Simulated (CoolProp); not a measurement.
Vapour-liquid equilibrium of n-hexane (1) + cyclohexane (2) at 51.65 °C; x and y are mole fractions of (1).

Values from CoolProp's multi-fluid Helmholtz-energy mixture model, Thol 2019 and Zhou 2014; pair parameters Bell 2016.

```csv
x,"bubble pressure, mixture model (MPa)","bubble pressure, Raoult's law (MPa)","y, mixture model","y, Raoult's law"
0.05,0.03982,0.03949,0.079,0.073
0.125,0.04160,0.04090,0.186,0.175
0.2,0.04327,0.04231,0.282,0.271
0.275,0.04485,0.04372,0.368,0.361
0.35,0.04635,0.04513,0.448,0.445
0.425,0.04777,0.04654,0.523,0.524
0.5,0.04914,0.04795,0.593,0.598
0.575,0.05046,0.04936,0.660,0.668
0.65,0.05174,0.05077,0.725,0.734
0.725,0.05299,0.05218,0.787,0.797
0.8,0.05420,0.05359,0.847,0.856
0.875,0.05540,0.05500,0.906,0.912
0.95,0.05657,0.05640,0.963,0.966
```

The largest gap from Raoult's law is +2.7 % in bubble pressure, at x = 0.35. No azeotrope shows between x = 0.05 and 0.95.

Pair parameters are fitted to limited data, so mixtures are less certain than the pure fluids.
